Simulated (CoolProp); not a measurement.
Toluene along the isobar 26.8 bar: fugacity coefficient from the reference equation and from simpler models built on Tc = 318.6 °C, pc = 41.26 bar, ω = 0.266; each cubic takes its own stable root.

The numbers come from the reference Helmholtz-energy equation of state, Lemmon 2006 in CoolProp. It is a short technical equation, of lower accuracy than the large ones.

```tsv
T (°C)	phase	reference
-16.05	liquid	0.0001282
-8.05	liquid	0.0002252
0.05	liquid	0.0003828
8.05	liquid	0.0006239
16.15	liquid	0.0009902
24.25	liquid	0.001525
32.25	liquid	0.002274
40.35	liquid	0.003323
48.35	liquid	0.004725
56.45	liquid	0.006607
64.55	liquid	0.009058
72.55	liquid	0.01215
```

### Question
How far does each simpler model (van der Waals, Soave-Redlich-Kwong, Peng-Robinson) lie from the reference over these 12 states: mean and median of the absolute difference, and the worst?

### Answer
- van der Waals: mean 4598.1 %, median 2911.6 %, worst +14603.6 % at -16.05 °C and 26.8 bar
- Soave-Redlich-Kwong: mean 1.4 %, median 1.5 %, worst -1.9 % at 16.15 °C and 26.8 bar
- Peng-Robinson: mean 4.9 %, median 3.9 %, worst +12.1 % at -16.05 °C and 26.8 bar
